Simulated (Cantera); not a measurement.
An isothermal, constant-pressure homogeneous reactor starts with 15.6 % NH3, 84.4 % H2, at 1725 K and 82.5 Torr.

Detailed kinetics in Cantera: the gas-phase N/H chemistry of the illustrative SiF4/NH3 mechanism in the Surface Chemkin manual (1991). Walls and surfaces, which speed up NH3 decomposition in real reactors, are not modelled.

Predict: x(NH3) at 6.00 s; x(H2) at 6.00 s; x(N2H2) at 6.00 s; x(NH2) at 6.00 s; x(NH) at 6.00 s; x(N) at 6.00 s; x(N2H4) at 6.00 s.


| Property | Value |
|---|---|
| x(NH3) at 6.00 s | 0.0914 (gas-phase equilibrium 8.75e-7) |
| x(H2) at 6.00 s | 0.880 (gas-phase equilibrium 0.932) |
| x(N2H2) at 6.00 s | 8.05e-8 (gas-phase equilibrium <1e-12) |
| x(NH2) at 6.00 s | 5.93e-5 (gas-phase equilibrium 1.31e-9) |
| x(NH) at 6.00 s | 8.28e-7 (gas-phase equilibrium 4.29e-11) |
| x(N) at 6.00 s | 5.84e-8 (gas-phase equilibrium 7.09e-12) |
| x(N2H4) at 6.00 s | 2.42e-9 (gas-phase equilibrium <1e-12) |
